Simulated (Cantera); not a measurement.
Charge: 1 mol FeS, 40 mol H2, 2 mol H2O, equilibrated at 4.40 bar.

These are equilibrium values from Cantera (NASA tables, ideal gas, pure condensed phases), not measurements of a reactor. Candidate condensed phases: Fe, FeO, Fe(OH)2, Fe(OH)3, FeS, FeSO4, FeS2, Fe2O3, Fe2(SO4)3, Fe3O4, H2O, H2SO4, S; 22 gas species. Metal and sulfide melt together well below either melting point, which pure phases cannot show. Mutual solubility and eutectic melting of coexisting phases are not modelled. FeS: taken at fixed stoichiometry. Gases not in the tables: S3 to S7. Equilibrium is a limit: real reactors are often held back by kinetics, nucleation or transport.

### Question
Which condensed phases are stable at each of these points (T (K)): 873, 973, 1073, 1173, 1273, 1373, 1473, 1573, 1673, 1773, 1873, 1973, 2073, 2173?

### Answer
| T (K) | condensed phases | Fe condensed (%) |
|---|---|---|
| 873 | Fe(α) + FeS(s) | 100.0 |
| 973 | Fe(α) + FeS(s) | 100.0 |
| 1073 | Fe(α) + FeS(s) | 100.0 |
| 1173 | Fe(α) + FeS(s) | 100.0 |
| 1273 | Fe(γ) + FeS(s) | 100.0 |
| 1373 | Fe(γ) + FeS(s) | 100.0 |
| 1473 | Fe(γ) + FeS(l) | 100.0 |
| 1573 | Fe(γ) + FeS(l) | 100.0 |
| 1673 | Fe(δ) + FeS(l) | 100.0 |
| 1773 | Fe(δ) + FeS(l) | 100.0 |
| 1873 | Fe(l) | 99.9 |
| 1973 | Fe(l) | 99.7 |
| 2073 | Fe(l) | 99.2 |
| 2173 | Fe(l) | 97.9 |

From 873 K to 1173 K the condensed part is Fe(α) + FeS(s). From 1273 K to 1373 K the condensed part is Fe(γ) + FeS(s). From 1473 K to 1573 K the condensed part is Fe(γ) + FeS(l). From 1673 K to 1773 K the condensed part is Fe(δ) + FeS(l). From 1873 K to 2173 K the condensed part is Fe(l).
